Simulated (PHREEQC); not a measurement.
**Hard or scaling water**

Dissolve 28 mmol/kgw BaCl2 and 40 mmol/kgw NaF at 20 °C. Closed to the air; pH follows from the charge balance.

Computed with PHREEQC (ion-association model, wateq4f.dat).

Each row changes one thing in this solution. This is a speciation only: nothing precipitates in the calculation.

| case | pH | NaF (mol/kgw) | HF (mol/kgw) | HF2- (mol/kgw) |
|---|---|---|---|---|
| as made | 7.84 | 0.000503 | 5.63e-7 | 8.41e-8 |
| diluted 100-fold with water | 7.17 | 8.51e-8 | 3.54e-8 | 5.21e-11 |
| NaF from 0.04 to 0.036 mol/kgw | 7.82 | 0.000411 | 5.37e-7 | 7.23e-8 |
| BaCl2 replaced by KCl at the same molality | 7.88 | 0.000563 | 5.54e-7 | 8.17e-8 |
| temperature from 20 to 55 °C | 7.48 | 0.000486 | 2.46e-6 | 4.37e-7 |
| BaCl2 left out | 7.90 | 0.000614 | 5.56e-7 | 8.14e-8 |
| BaCl2 replaced by BaBr2 at the same molality | 7.84 | 0.000503 | 5.63e-7 | 8.41e-8 |

Species that the database lacks are ignored. Some of these states are supersaturated (in BaF2, for instance). Away from 25 °C the constants follow the database's enthalpies or fits; those with neither stay at their 25 °C values.
